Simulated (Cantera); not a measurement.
# Adiabatic ignition

An adiabatic, constant-pressure homogeneous reactor starts with 14.3 % H2, 15.9 % O2, 59.9 % N2, 9.89 % H2O, at 1800 K and 1.01 bar.

Computed with Cantera and the H2/O2 subset of GRI-Mech 3.0, which has no nitrogen chemistry.

| t (s) | T (K) | x H2 | x O2 | x H2O | x OH | x O | x HO2 | x H2O2 |
|---|---|---|---|---|---|---|---|---|
| 7.00e-6 | 1832 | 0.0581 | 0.113 | 0.157 | 0.0175 | 0.0168 | 4.38e-5 | 1.06e-6 |
| 1.83e-5 | 2059 | 0.0234 | 0.0890 | 0.196 | 0.0272 | 0.0246 | 2.43e-5 | 6.50e-7 |
| 4.77e-5 | 2306 | 0.0165 | 0.0875 | 0.214 | 0.0285 | 0.0160 | 1.34e-5 | 3.80e-7 |
| 0.000124 | 2501 | 0.00904 | 0.0878 | 0.232 | 0.0246 | 0.00827 | 1.16e-5 | 4.16e-7 |
| 0.000325 | 2561 | 0.00646 | 0.0884 | 0.239 | 0.0218 | 0.00585 | 1.35e-5 | 5.69e-7 |
| 0.000848 | 2562 | 0.00641 | 0.0884 | 0.239 | 0.0217 | 0.00581 | 1.36e-5 | 5.74e-7 |
| 0.00221 | 2562 | 0.00641 | 0.0884 | 0.239 | 0.0217 | 0.00581 | 1.36e-5 | 5.74e-7 |
| 0.00578 | 2562 | 0.00641 | 0.0884 | 0.239 | 0.0217 | 0.00581 | 1.36e-5 | 5.74e-7 |
| 0.0151 | 2562 | 0.00641 | 0.0884 | 0.239 | 0.0217 | 0.00581 | 1.36e-5 | 5.74e-7 |
| 0.0394 | 2562 | 0.00641 | 0.0884 | 0.239 | 0.0217 | 0.00581 | 1.36e-5 | 5.74e-7 |
| 0.103 | 2562 | 0.00641 | 0.0884 | 0.239 | 0.0217 | 0.00581 | 1.36e-5 | 5.74e-7 |
| 0.268 | 2562 | 0.00641 | 0.0884 | 0.239 | 0.0217 | 0.00581 | 1.36e-5 | 5.74e-7 |
| 0.700 | 2562 | 0.00641 | 0.0884 | 0.239 | 0.0217 | 0.00581 | 1.36e-5 | 5.74e-7 |
x: mole fraction; the columns are a selection and need not sum to one.

```json
{
  "time_of_steepest_temperature_rise": "7.77 µs",
  "temperature at 0.700 s": "2562 K",
  "equilibrium_temperature": "2562 K",
  "x(H2) at 0.700 s": "0.00641 (gas-phase equilibrium 0.00641)",
  "x(O2) at 0.700 s": "0.0884 (gas-phase equilibrium 0.0884)",
  "x(H2O) at 0.700 s": "0.239 (gas-phase equilibrium 0.239)"
}
```
